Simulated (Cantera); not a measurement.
Cantera run:

```python
import numpy as np
import cantera as ct

gas_names = """
    AL ALCL ALCL2 ALCL3 ALH ALN AL2 AL2CL6 CL CL2 H HCL H2 N NH NH2 NH3 N2 N2H2 N2H4
""".split()
cond_names = """
    AL(cr) AL(L) ALCL3(s) ALCL3(L) ALN(s) NH4CL(a) NH4CL(b)
""".split()


def load(file, names, dense=False):
    # The tables refer to 1 bar. Condensed volumes are neglected.
    table = {s.name: s for s in ct.Species.list_from_file(file)}
    out = []
    for n in names:
        d = dict(table[n].input_data)
        d["thermo"] = dict(d["thermo"], **{"reference-pressure": 1e5})
        if dense:
            d["equation-of-state"] = {"model": "constant-volume", "density": "1e6 g/cm^3"}
        out.append(ct.Species.from_dict(d))
    return out


gas = ct.Solution(thermo="ideal-gas", species=load("nasa_gas.yaml", gas_names))
cond = {s.name: ct.Solution(thermo="fixed-stoichiometry", species=[s], name=s.name)
        for s in load("nasa_condensed.yaml", cond_names, dense=True)}
atoms = {
    'Al': {'AL': 1},
    'HCl': {'H': 1, 'CL': 1},
    'N2': {'N': 2},
}
top_T = {'ALN(s)': 2750}  # K; cautious upper limits of use, not melting points


def equilibrate(T, P, feed):
    n = {}
    for name, mol in feed.items():
        for a, k in atoms[name].items():
            n[a] = n.get(a, 0.0) + k * mol
    gas.TPX = T, P, n
    mass = sum(n.values()) * gas.mean_molecular_weight
    gas.equilibrate("TP")
    valid = [c for c in cond.values() if c.min_temp <= T <= top_T.get(c.name, c.max_temp)]
    mix = ct.Mixture([(gas, mass / gas.mean_molecular_weight)] + [(c, 0.0) for c in valid])
    mix.T, mix.P = T, P
    mix.equilibrate("TP", solver="vcs", rtol=1e-11, max_steps=5000)
    return mix


results = []
feed = {'Al': 1, 'HCl': 16, 'N2': 2.5}  # mol
P = 8.5  # Pa
for T in [425, 475, 525, 575, 625, 675, 725, 775, 825, 875]:
    mix = equilibrate(T, P, feed)
    results.append((T, P, feed, dict(zip(mix.species_names, mix.species_moles))))
    x = sorted(zip(gas.X, gas.species_names), reverse=True)
    print(f"T = {T:g} K  P = {P:g} Pa  gas = {mix.phase_moles(0):.4g} mol")
    print("   x: " + "  ".join(f"{s} {v:.3e}" for v, s in x if v > 0.0001))
    print("   condensed (mol): " + ("  ".join(f"{mix.phase(i).name} {mix.phase_moles(i):.4g}"
          for i in range(1, mix.n_phases) if mix.phase_moles(i) > 1e-12) or "none"))
```

Output:

```
T = 425 K  P = 8.5 Pa  gas = 17.53 mol
   x: HCL 7.418e-01  N2 1.426e-01  H2 8.558e-02  AL2CL6 2.705e-02  ALCL3 2.960e-03
   condensed (mol): none
T = 475 K  P = 8.5 Pa  gas = 17.64 mol
   x: HCL 7.368e-01  N2 1.417e-01  H2 8.502e-02  AL2CL6 2.021e-02  ALCL3 1.626e-02
   condensed (mol): none
T = 525 K  P = 8.5 Pa  gas = 17.88 mol
   x: HCL 7.272e-01  N2 1.398e-01  H2 8.391e-02  ALCL3 4.211e-02  AL2CL6 6.915e-03
   condensed (mol): none
T = 575 K  P = 8.5 Pa  gas = 17.98 mol
   x: HCL 7.229e-01  N2 1.390e-01  H2 8.341e-02  ALCL3 5.366e-02  AL2CL6 9.774e-04
   condensed (mol): none
T = 625 K  P = 8.5 Pa  gas = 18 mol
   x: HCL 7.223e-01  N2 1.389e-01  H2 8.334e-02  ALCL3 5.529e-02  AL2CL6 1.354e-04
   condensed (mol): none
T = 675 K  P = 8.5 Pa  gas = 18 mol
   x: HCL 7.222e-01  N2 1.389e-01  H2 8.334e-02  ALCL3 5.551e-02
   condensed (mol): none
T = 725 K  P = 8.5 Pa  gas = 18 mol
   x: HCL 7.222e-01  N2 1.389e-01  H2 8.333e-02  ALCL3 5.554e-02
   condensed (mol): none
T = 775 K  P = 8.5 Pa  gas = 18 mol
   x: HCL 7.222e-01  N2 1.389e-01  H2 8.333e-02  ALCL3 5.555e-02
   condensed (mol): none
T = 825 K  P = 8.5 Pa  gas = 18 mol
   x: HCL 7.222e-01  N2 1.389e-01  H2 8.333e-02  ALCL3 5.555e-02
   condensed (mol): none
T = 875 K  P = 8.5 Pa  gas = 18 mol
   x: HCL 7.222e-01  N2 1.389e-01  H2 8.333e-02  ALCL3 5.556e-02
   condensed (mol): none
```

Equilibrium computed with Cantera from the NASA thermochemical tables; the gas is ideal and each condensed phase is pure.
